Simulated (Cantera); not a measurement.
What does this Cantera script print?

```python
import numpy as np
import cantera as ct

gas_names = """
    AL ALC ALN ALO ALO2 AL2 AL2O AL2O2 C CN CO CO2 C2 CCN CNC C2N2 C2O C3 C3O2 C4 C4N2 C5 N NCO NO NO2
    NO3 N2 N2O O O2 O3
""".split()
cond_names = """
    AL(cr) AL(L) ALN(s) AL2O3(a) AL2O3(L) C(gr)
""".split()


# ... load() reads the species with a 1 bar reference pressure and builds the phases ...
atoms = {
    'Al': {'AL': 1},
    'CO': {'C': 1, 'O': 1},
    'N2': {'N': 2},
}
top_T = {'ALN(s)': 2750, 'C(gr)': 4500}  # K; cautious upper limits of use, not melting points


# ... equilibrate(T, P, feed) seeds the gas with the atoms and calls Mixture.equilibrate('TP', solver="vcs", rtol=1e-11, max_steps=5000) ...
results = []
feed = {'Al': 1, 'CO': 0.3, 'N2': 2.7}  # mol
P = 133.322  # Pa
for T in [1023, 1073, 1123, 1173, 1223, 1273, 1323, 1373, 1423, 1473, 1523, 1573, 1623, 1673]:
    mix = equilibrate(T, P, feed)
    results.append((T, P, feed, dict(zip(mix.species_names, mix.species_moles))))

top = {s: max(r[3][s] / sum(r[3][g] for g in gas_names) for r in results) for s in gas_names}
cols = sorted((s for s in top if top[s] > 0.0001), key=lambda s: -top[s])[:6]
seen = [c for c in cond_names if any(r[3].get(c, 0) > 1e-12 for r in results)]
print("log10 of partial pressures in bar; condensed amounts in mol")
print(f"{'T/K':>10s}" + "".join(f"{s[:9]:>10s}" for s in cols + seen))
for T, P, feed, n in results:
    ng = sum(n[g] for g in gas_names)
    print(f"{T:10.4g}" + "".join(f"{np.log10(max(n[s] / ng * P / 1e5, 1e-99)):10.3f}" for s in cols)
          + "".join(f"{n.get(c, 0):10.4g}" for c in seen))
```

Output:

```
log10 of partial pressures in bar; condensed amounts in mol
       T/K        N2        CO        AL    ALN(s)  AL2O3(a)     C(gr)
      1023    -2.875    -6.549   -19.167    0.8003   0.09984    0.2995
      1073    -2.875    -5.996   -17.638    0.8012   0.09942    0.2983
      1123    -2.876    -5.493   -16.247    0.8037   0.09815    0.2945
      1173    -2.878    -5.035   -14.974    0.8107   0.09467     0.284
      1223    -2.883    -4.616   -13.805    0.8282    0.0859    0.2577
      1273    -2.895    -4.233   -12.726    0.8693   0.06534     0.196
      1323    -2.920    -3.884   -11.722    0.9606   0.01971   0.05913
      1373    -2.931    -3.796   -10.798         1         0 1.075e-07
      1423    -2.931    -3.796    -9.945         1         0 6.159e-08
      1473    -2.931    -3.796    -9.150         1         0 3.344e-08
      1523    -2.931    -3.796    -8.409         1         0  2.04e-08
      1573    -2.931    -3.796    -7.715         1         0 5.373e-08
      1623    -2.931    -3.796    -7.064    0.9998         0 2.816e-07
      1673    -2.931    -3.796    -6.453    0.9993         0 1.241e-06
```

These are equilibrium values from Cantera (NASA tables, ideal gas, pure condensed phases), not measurements of a reactor. Mutual solubility and eutectic melting of coexisting phases are not modelled.
